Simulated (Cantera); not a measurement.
Feed: 1 mol C2H4, a varied amount of H2O, at 2300 K and 95.0 bar.

Method: chemical equilibrium by Gibbs-energy minimisation in Cantera with the NASA 1993 tables (ideal gas, pure condensed phases). Candidate condensed phases: C, C6H6, C7H8, C8H18, H2O; 110 gas species. The ideal-gas law is rough above about 30 bar. Kinetics and transport are ignored.

Q: At 3.2 mol H2O, list the 7 most abundant gas species with their mole fractions, and the condensed phases.

A: H2 0.568, CO 0.265, H2O 0.154, CO2 0.0128, H 0.000748, OH 3.27e-5, CH4 2.54e-5. Condensed: gas only.
